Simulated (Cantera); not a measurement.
A closed system holds: 1 mol SiH4, 0.31 mol HCl, a varied amount of N2, equilibrated at 827 °C and 0.130 bar.

Equilibrium computed with Cantera from the NASA thermochemical tables; the gas is ideal and each condensed phase is pure. Candidate condensed phases: NH4Cl, Si, Si3N4; 28 gas species. N2 is the only nitrogen source here; it is nearly inert below about 1500 K, so the nitride shown seldom forms there in practice. Equilibrium is a limit: real reactors are often held back by kinetics, nucleation or transport.

### Question
At 6.5 mol N2, list the 3 most abundant gas species with their mole fractions, and the condensed phases.

### Answer
N2 0.716, H2 0.246, HCl 0.0380. Condensed: Si3N4(s).
